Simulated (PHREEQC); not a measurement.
Dissolve 0.0014 mol/kgw HNO3, 0.058 mol/kgw CaCl2 and 0.0035 mol/kgw MgCl2 at 25 °C. Closed to the air; pH follows from the charge balance.

The numbers come from PHREEQC with the ion-association model, phreeqc.dat.

Task: The ionic strength comes out as 0.186 mol/kgw. What activity coefficients do NO3-, Cl-, Mg+2, H+, Ca+2 get?

Result: NO3- 0.70, Cl- 0.72, Mg+2 0.35, H+ 0.80, Ca+2 0.33.

Precipitation was switched off in this run.
